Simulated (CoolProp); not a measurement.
Vapour-liquid equilibrium of R245fa (1) + n-pentane (2) at 1310 kPa; x and y are mole fractions of (1).

Values from CoolProp's multi-fluid Helmholtz-energy mixture model, Akasaka 2015 and Thol 2019; pair parameters Bell 2016.

| x | bubble temperature (K) | y at the bubble point | dew temperature at overall composition x (K) | liquid density (mol/L) |
|---|---|---|---|---|
| 0.05 | 401.3 | 0.178 | 409.2 | 6.838 |
| 0.15 | 387.3 | 0.393 | 403.0 | 7.059 |
| 0.25 | 380.1 | 0.502 | 396.7 | 7.161 |
| 0.35 | 376.2 | 0.566 | 390.2 | 7.222 |
| 0.45 | 373.8 | 0.613 | 383.5 | 7.283 |
| 0.55 | 372.2 | 0.655 | 377.1 | 7.367 |
| 0.65 | 371.3 | 0.699 | 372.4 | 7.485 |
| 0.75 | 370.9 | 0.752 | 370.9 | 7.641 |
| 0.85 | 371.3 | 0.823 | 371.7 | 7.825 |
| 0.95 | 373.1 | 0.928 | 373.6 | 8.018 |

y crosses x between x = 0.75 and 0.85: the model has an azeotrope there.

Pair parameters are fitted to limited data, so mixtures are less certain than the pure fluids. With so large a gap from Raoult's law the liquid may split in two, which this calculation doesn't test in full.
